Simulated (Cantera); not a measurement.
Charge: 1 mol CuO, 0.66 mol C, 0.41 mol H2, equilibrated at 1873 K and 5.80 bar.

Cantera equilibrium calculation (NASA polynomials, part measured and part estimated; ideal gas, pure solids and liquids). Candidate condensed phases: C, C6H6, C7H8, C8H18, Cu, CuO, Cu(OH)2, Cu2O, H2O; 113 gas species. The numbers say what is thermodynamically allowed, not how fast it happens.

Base state: CO 0.493, H2O 0.194, H2 0.189, CO2 0.123, Cu 0.000210, H 0.000116 (mole fractions); condensed: Cu(l).

### Question
What changes in the equilibrium state with this change: CuO replaced by TiO2?

### Answer
```
species             before     after
----------------  --------  --------
CO                   0.493     0.592
H2                   0.189     0.407
H2O                  0.194  0.000683
CO2                  0.123  0.000242
Cu                0.000210         0
C2H2 (acetylene)     <1e-9   2.15e-5
CH4                7.07e-8  0.000241
H                 0.000116  0.000171
Cu(l), mol           1.000         0
TiC(s), mol              0    0.0643
Ti2O3(s), mol            0     0.468
```
Mutual solubility and eutectic melting of coexisting phases are not modelled. TiC: taken at fixed stoichiometry. Further candidate phases: Ti, TiC, TiO, TiO2, Ti2O3, Ti3O5, Ti4O7.
